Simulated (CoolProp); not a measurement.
Vapour-liquid equilibrium of CH2F2 (R32) (1) + R123 (2) at 222.7 K; x and y are mole fractions of (1).

Values from CoolProp's multi-fluid Helmholtz-energy mixture model, Tillner-Roth 1997 and Younglove 1994; pair parameters Bell 2016.

| x | bubble pressure (kPa) | y at the bubble point | dew pressure at overall composition x (kPa) | liquid density (mol/L) |
|---|---|---|---|---|
| 0.05 | 11.49 | 0.857 | 1.799 | [?] |
| 0.15 | 29.47 | 0.949 | 2.010 | 11.76 |
| 0.25 | 44.55 | 0.969 | 2.275 | 12.53 |
| 0.35 | [?] | 0.978 | 2.622 | 13.39 |
| 0.45 | 66.01 | 0.983 | [?] | [?] |
| 0.55 | 73.62 | 0.986 | 3.771 | 15.47 |
| 0.65 | 80.28 | 0.989 | 4.828 | 16.74 |
| 0.75 | 86.81 | 0.991 | 6.707 | 18.22 |
| 0.85 | 94.01 | 0.994 | 10.98 | 19.96 |
| 0.95 | 102.6 | 0.998 | 30.07 | 22.04 |

Question: Some entries are withheld; supply them.

Answer: 
- 0.05, liquid density (mol/L): 11.07
- 0.35, bubble pressure (kPa): 56.58
- 0.45, dew pressure at overall composition x (kPa): 3.093
- 0.45, liquid density (mol/L): 14.37

No azeotrope shows between x = 0.05 and 0.95.

Pair parameters are fitted to limited data, so mixtures are less certain than the pure fluids. With so large a gap from Raoult's law the liquid may split in two, which this calculation doesn't test in full.
